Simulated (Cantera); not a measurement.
## Low-pressure radical oxidation in H2/O2

An isothermal, constant-pressure homogeneous reactor starts with 1.56 % H₂, 67.9 % O₂, 30.5 % N₂, at 1075 K and 1.28 Torr.

Detailed kinetics in Cantera: GRI-Mech 3.0 (53 species, 325 reactions). Radical loss at walls, strong at low pressure, is not modelled.

```tsv
t (s)	x H₂	x O₂	x H	x NO	x HO₂	x H₂O₂
1.00e-5	0.0156	0.679	<1e-12	<1e-12	<1e-12	<1e-12
3.16e-5	0.0156	0.679	2.75e-12	<1e-12	2.79e-12	<1e-12
0.000100	0.0156	0.679	8.37e-12	<1e-12	8.83e-12	<1e-12
0.000316	0.0156	0.679	2.39e-11	<1e-12	2.79e-11	<1e-12
0.00100	0.0156	0.679	5.90e-11	<1e-12	8.83e-11	<1e-12
0.00316	0.0156	0.679	1.46e-10	<1e-12	2.79e-10	<1e-12
0.0100	0.0156	0.679	8.16e-10	<1e-12	8.86e-10	<1e-12
0.0316	0.0156	0.679	9.47e-8	<1e-12	3.21e-9	2.19e-12
0.100	0.00172	0.668	0.00294	3.61e-10	3.60e-7	1.50e-8
0.316	0.000133	0.666	0.00178	5.22e-9	2.60e-7	3.41e-9
1.00	0.000114	0.668	0.00138	1.65e-8	2.48e-7	3.49e-9
```
x: mole fraction; the columns are a selection and need not sum to one.

Equilibrium at this temperature and pressure: H₂ 3.27e-10, O₂ 0.676, H 6.48e-12, NO 7.60e-5, HO₂ 5.51e-10, H₂O₂ 3.68e-12 (gas phase only).
